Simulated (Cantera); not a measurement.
A perfectly stirred reactor is fed with 0.346 % C2H4, 0.633 % O2, 98.9 % N2, 0.158 % CH4, at 488 Torr; it is held at 1198 K, and followed from long to short residence time.

Computed with Cantera and GRI-Mech 3.0 (53 species, 325 reactions). GRI-Mech 3.0 was tuned for natural gas; its chemistry of ethylene as a main component is partial and can be far from experiment.

x: mole fraction; the columns are a selection and need not sum to one.

```json
[
 {"τ (s)": "18", "x C2H4": "0.000120", "x O2": "0.000181", "x CH3": "1.88e-6", "x O": "2.75e-9", "x NO": "1.42e-9"},
 {"τ (s)": "5.5", "x C2H4": "0.000183", "x O2": "0.000304", "x CH3": "3.17e-6", "x O": "8.36e-9", "x NO": "2.77e-9"},
 {"τ (s)": "1.7", "x C2H4": "0.000286", "x O2": "0.000514", "x CH3": "5.35e-6", "x O": "2.46e-8", "x NO": "4.98e-9"},
 {"τ (s)": "0.54", "x C2H4": "0.000447", "x O2": "0.000879", "x CH3": "8.91e-6", "x O": "6.63e-8", "x NO": "7.45e-9"},
 {"τ (s)": "0.17", "x C2H4": "___", "x O2": "___", "x CH3": "___", "x O": "___", "x NO": "___"},
 {"τ (s)": "0.053", "x C2H4": "0.00113", "x O2": "0.00251", "x CH3": "2.27e-5", "x O": "3.10e-7", "x NO": "6.95e-9"},
 {"τ (s)": "0.017", "x C2H4": "0.00168", "x O2": "0.00367", "x CH3": "3.19e-5", "x O": "5.07e-7", "x NO": "4.53e-9"},
 {"τ (s)": "0.0052", "x C2H4": "0.00231", "x O2": "0.00480", "x CH3": "4.13e-5", "x O": "7.66e-7", "x NO": "2.52e-9"},
 {"τ (s)": "0.0016", "x C2H4": "___", "x O2": "___", "x CH3": "___", "x O": "1.03e-6", "x NO": "___"},
 {"τ (s)": "0.00051", "x C2H4": "0.00324", "x O2": "0.00612", "x CH3": "4.03e-5", "x O": "1.01e-6", "x NO": "2.30e-10"}
]
```

Problem. Fill in the missing entries.

Solution. 
- 0.17, x C2H4: 0.000709
- 0.17, x O2: 0.00152
- 0.17, x CH3: 1.46e-5
- 0.17, x O: 1.58e-7
- 0.17, x NO: 8.48e-9
- 0.0016, x C2H4: 0.00285
- 0.0016, x O2: 0.00563
- 0.0016, x CH3: 4.69e-5
- 0.0016, x NO: 1.12e-9
